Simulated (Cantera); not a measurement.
A Cantera script and what it prints.

```python
import numpy as np
import cantera as ct

gas_names = """
    H HO2 H2 H2O H2O2 O OH O2 O3 Pb PbO Pb2
""".split()
cond_names = """
    H2O(s) H2O(L) Pb(cr) Pb(L) PbO(rd) PbO(yw) PbO(L) PbO2(s) Pb3O4(s)
""".split()


def load(file, names, dense=False):
    # The tables refer to 1 bar. Condensed volumes are neglected.
    table = {s.name: s for s in ct.Species.list_from_file(file)}
    out = []
    for n in names:
        d = dict(table[n].input_data)
        d["thermo"] = dict(d["thermo"], **{"reference-pressure": 1e5})
        if dense:
            d["equation-of-state"] = {"model": "constant-volume", "density": "1e6 g/cm^3"}
        out.append(ct.Species.from_dict(d))
    return out


gas = ct.Solution(thermo="ideal-gas", species=load("nasa_gas.yaml", gas_names))
cond = {s.name: ct.Solution(thermo="fixed-stoichiometry", species=[s], name=s.name)
        for s in load("nasa_condensed.yaml", cond_names, dense=True)}
atoms = {
    'PbO': {'Pb': 1, 'O': 1},
    'H2': {'H': 2},
}
top_T = {'Pb3O4(s)': 820}  # K; cautious upper limits of use, not melting points


def equilibrate(T, P, feed):
    n = {}
    for name, mol in feed.items():
        for a, k in atoms[name].items():
            n[a] = n.get(a, 0.0) + k * mol
    gas.TPX = T, P, n
    mass = sum(n.values()) * gas.mean_molecular_weight
    gas.equilibrate("TP")
    valid = [c for c in cond.values() if c.min_temp <= T <= top_T.get(c.name, c.max_temp)]
    mix = ct.Mixture([(gas, mass / gas.mean_molecular_weight)] + [(c, 0.0) for c in valid])
    mix.T, mix.P = T, P
    mix.equilibrate("TP", solver="vcs", rtol=1e-11, max_steps=5000)
    return mix


results = []
feed = {'PbO': 1, 'H2': 1.8}  # mol
P = 14000  # Pa
for T in [550, 625, 700, 775, 850, 925, 1000, 1075, 1150, 1225, 1300, 1375, 1450, 1525]:
    mix = equilibrate(T, P, feed)
    results.append((T, P, feed, dict(zip(mix.species_names, mix.species_moles))))
    x = sorted(zip(gas.X, gas.species_names), reverse=True)
    print(f"T = {T:g} K  P = {P:g} Pa  gas = {mix.phase_moles(0):.4g} mol")
    print("   x: " + "  ".join(f"{s} {v:.3e}" for v, s in x if v > 0.0001))
    print("   condensed (mol): " + ("  ".join(f"{mix.phase(i).name} {mix.phase_moles(i):.4g}"
          for i in range(1, mix.n_phases) if mix.phase_moles(i) > 1e-12) or "none"))
```

Result:

```
T = 550 K  P = 14000 Pa  gas = 1.8 mol
   x: H2O 5.556e-01  H2 4.444e-01
   condensed (mol): Pb(cr) 1
T = 625 K  P = 14000 Pa  gas = 1.8 mol
   x: H2O 5.556e-01  H2 4.444e-01
   condensed (mol): Pb(L) 1
T = 700 K  P = 14000 Pa  gas = 1.8 mol
   x: H2O 5.556e-01  H2 4.444e-01
   condensed (mol): Pb(L) 1
T = 775 K  P = 14000 Pa  gas = 1.8 mol
   x: H2O 5.556e-01  H2 4.444e-01
   condensed (mol): Pb(L) 1
T = 850 K  P = 14000 Pa  gas = 1.8 mol
   x: H2O 5.556e-01  H2 4.444e-01
   condensed (mol): Pb(L) 1
T = 925 K  P = 14000 Pa  gas = 1.8 mol
   x: H2O 5.555e-01  H2 4.444e-01
   condensed (mol): Pb(L) 1
T = 1000 K  P = 14000 Pa  gas = 1.8 mol
   x: H2O 5.555e-01  H2 4.444e-01  Pb 1.157e-04
   condensed (mol): Pb(L) 0.9998
T = 1075 K  P = 14000 Pa  gas = 1.801 mol
   x: H2O 5.553e-01  H2 4.442e-01  Pb 5.424e-04
   condensed (mol): Pb(L) 0.999
T = 1150 K  P = 14000 Pa  gas = 1.804 mol
   x: H2O 5.544e-01  H2 4.435e-01  Pb 2.070e-03
   condensed (mol): Pb(L) 0.9963
T = 1225 K  P = 14000 Pa  gas = 1.812 mol
   x: H2O 5.518e-01  H2 4.415e-01  Pb 6.675e-03
   condensed (mol): Pb(L) 0.9879
T = 1300 K  P = 14000 Pa  gas = 1.834 mol
   x: H2O 5.451e-01  H2 4.361e-01  Pb 1.874e-02
   condensed (mol): Pb(L) 0.9656
T = 1375 K  P = 14000 Pa  gas = 1.889 mol
   x: H2O 5.295e-01  H2 4.236e-01  Pb 4.689e-02
   condensed (mol): Pb(L) 0.9114
T = 1450 K  P = 14000 Pa  gas = 2.015 mol
   x: H2O 4.964e-01  H2 3.971e-01  Pb 1.064e-01
   condensed (mol): Pb(L) 0.7854
T = 1525 K  P = 14000 Pa  gas = 2.315 mol
   x: H2O 4.318e-01  H2 3.456e-01  Pb 2.223e-01  PbO 1.250e-04  Pb2 1.089e-04
   condensed (mol): Pb(L) 0.4844
```

These are equilibrium values from Cantera (NASA tables, ideal gas, pure condensed phases), not measurements of a reactor.
